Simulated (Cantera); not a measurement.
An adiabatic, constant-volume homogeneous reactor starts with 15.0 % H₂, 17.8 % O₂, 67.2 % N₂, equivalence ratio 0.42, at 1175 K and 2.17 atm.

Cantera simulation using the H2/O2 subset of GRI-Mech 3.0, which has no nitrogen chemistry; the numbers are that mechanism's predictions, not measurements. The hydrogen kinetics of GRI-Mech 3.0 are dated; newer H2 mechanisms differ, most at raised pressure.

Predict: time of steepest temperature rise; temperature at 1.00 s; equilibrium temperature; x(H₂) at 1.00 s; x(O₂) at 1.00 s; x(O) at 1.00 s; x(HO₂) at 1.00 s; x(OH) at 1.00 s; x(H₂O) at 1.00 s.


| Property | Value |
|---|---|
| time of steepest temperature rise | 29.6 µs |
| temperature at 1.00 s | 2436 K |
| equilibrium temperature | 2436 K |
| x(H₂) at 1.00 s | 0.00100 (gas-phase equilibrium 0.00100) |
| x(O₂) at 1.00 s | 0.109 (gas-phase equilibrium 0.109) |
| x(O) at 1.00 s | 0.00169 (gas-phase equilibrium 0.00169) |
| x(HO₂) at 1.00 s | 1.32e-5 (gas-phase equilibrium 1.32e-5) |
| x(OH) at 1.00 s | 0.00873 (gas-phase equilibrium 0.00873) |
| x(H₂O) at 1.00 s | 0.156 (gas-phase equilibrium 0.156) |
